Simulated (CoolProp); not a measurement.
Octamethyltrisiloxane (MDM) along the isotherm 301.85 °C: Z from the reference equation and from simpler models built on Tc = 292.2 °C, pc = 1.438 MPa, ω = 0.528; each cubic takes its own stable root.

Values from CoolProp's reference Helmholtz-energy equation of state, Thol 2017.

| p (MPa) | phase | reference |
|---|---|---|
| 0.00682 | gas | 0.9985 |
| 0.014 | gas | 0.9970 |
| 0.0288 | gas | 0.9937 |
| 0.059 | gas | 0.9871 |
| 0.121 | gas | 0.9732 |
| 0.249 | gas | 0.9435 |
| 0.511 | gas | 0.8775 |
| 1.05 | gas | 0.7069 |
| 2.16 | supercritical | 0.2610 |

Q: How far does each simpler model (van der Waals, Redlich-Kwong, Peng-Robinson) lie from the reference over these 9 states: mean and median of the absolute difference, and the worst?

A: 
- van der Waals: mean 4.7 %, median 0.2 %, worst +36.5 % at 301.85 °C and 2.16 MPa
- Redlich-Kwong: mean 1.9 %, median 0.1 %, worst +16.1 % at 301.85 °C and 2.16 MPa
- Peng-Robinson: mean 1.6 %, median 0.4 %, worst +9.2 % at 301.85 °C and 2.16 MPa
